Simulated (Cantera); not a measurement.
A Cantera script and what it prints.

```python
import numpy as np
import cantera as ct

gas_names = """
    H HO2 H2 H2O H2O2 H2S H2SO4 O OH O2 O3 S SH SO SO2 SO3 S2 S2O S8
""".split()
cond_names = """
    H2O(s) H2O(L) H2SO4(L) S(cr1) S(cr2) S(L)
""".split()


# ... load() reads the species with a 1 bar reference pressure and builds the phases ...
atoms = {
    'H2S': {'H': 2, 'S': 1},
    'O2': {'O': 2},
    'H2': {'H': 2},
}
top_T = {}  # K; cautious upper limits of use, not melting points


# ... equilibrate(T, P, feed) seeds the gas with the atoms and calls Mixture.equilibrate('TP', solver="vcs", rtol=1e-11, max_steps=5000) ...
results = []
feed = {'H2S': 1, 'O2': 0.045, 'H2': 6.7}  # mol
P = 990  # Pa
for T in [2123, 2198, 2273, 2348, 2423, 2498, 2573, 2648, 2723, 2798, 2873]:
    mix = equilibrate(T, P, feed)
    results.append((T, P, feed, dict(zip(mix.species_names, mix.species_moles))))

top = {s: max(r[3][s] / sum(r[3][g] for g in gas_names) for r in results) for s in gas_names}
cols = sorted((s for s in top if top[s] > 0.0001), key=lambda s: -top[s])[:5]
seen = [c for c in cond_names if any(r[3].get(c, 0) > 1e-12 for r in results)]
print("log10 of partial pressures in bar; condensed amounts in mol")
print(f"{'T/K':>10s}" + "".join(f"{s[:9]:>10s}" for s in cols + seen))
for T, P, feed, n in results:
    ng = sum(n[g] for g in gas_names)
    print(f"{T:10.4g}" + "".join(f"{np.log10(max(n[s] / ng * P / 1e5, 1e-99)):10.3f}" for s in cols)
          + "".join(f"{n.get(c, 0):10.4g}" for c in seen))
```

Result:

```
log10 of partial pressures in bar; condensed amounts in mol
       T/K        H2         H         S        S2        SH
      2123    -2.061    -3.476    -3.869    -3.402    -3.766
      2198    -2.071    -3.290    -3.708    -3.446    -3.731
      2273    -2.085    -3.118    -3.567    -3.507    -3.711
      2348    -2.105    -2.961    -3.448    -3.588    -3.707
      2423    -2.130    -2.816    -3.350    -3.693    -3.721
      2498    -2.163    -2.685    -3.273    -3.823    -3.756
      2573    -2.206    -2.567    -3.219    -3.979    -3.811
      2648    -2.259    -2.462    -3.183    -4.160    -3.886
      2723    -2.326    -2.371    -3.165    -4.361    -3.980
      2798    -2.406    -2.293    -3.160    -4.575    -4.089
      2873    -2.501    -2.229    -3.163    -4.795    -4.211
```

Method: chemical equilibrium by Gibbs-energy minimisation in Cantera with the NASA 1993 tables (ideal gas, pure condensed phases).
